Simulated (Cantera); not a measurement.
An isothermal, constant-pressure homogeneous reactor starts with H2 : O2 = 0.056 : 1 (molar parts), equivalence ratio 0.028, at 1425 K and 0.00651 atm.

Cantera simulation using the H2/O2 subset of GRI-Mech 3.0, which has no nitrogen chemistry; the numbers are that mechanism's predictions, not measurements. Radical loss at walls, strong at low pressure, is not modelled. The temperature is held fixed by assumption; the heat of reaction is taken as removed at once.

Question: Predict: x(H2) at 7.00 s; x(O2) at 7.00 s; x(OH) at 7.00 s; x(H) at 7.00 s; x(HO2) at 7.00 s; x(O) at 7.00 s.

Answer: 
```
Property                                              Value
----------------  -----------------------------------------
x(H2) at 7.00 s     6.21e-6 (gas-phase equilibrium 4.56e-7)
x(O2) at 7.00 s         0.945 (gas-phase equilibrium 0.945)
x(OH) at 7.00 s   0.000548 (gas-phase equilibrium 0.000149)
x(H) at 7.00 s      2.87e-6 (gas-phase equilibrium 5.71e-8)
x(HO2) at 7.00 s    5.85e-8 (gas-phase equilibrium 7.18e-8)
x(O) at 7.00 s     0.000228 (gas-phase equilibrium 1.67e-5)
```
